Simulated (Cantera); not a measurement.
Input: 1 mol Al, 0.0011 mol O2, 8.3 mol N2, held at 1498 K and 133 Pa.

These are equilibrium values from Cantera (NASA tables, ideal gas, pure condensed phases), not measurements of a reactor. Candidate condensed phases: Al, AlN, Al2O3; 16 gas species. Mutual solubility and eutectic melting of coexisting phases are not modelled. Kinetics and transport are ignored.

Base state: N2 1.000 (mole fractions); condensed: AlN(s) + Al2O3(s).

Q: What changes in the equilibrium state with this change: temperature from 1498 K to 1825 K?

A: 
```
species          before     after
-------------  --------  --------
N2                1.000     0.989
Al              1.19e-6    0.0111
Al2O            4.14e-8  0.000277
AlN(s), mol       0.999     0.908
Al2O3(s), mol  0.000733         0
```
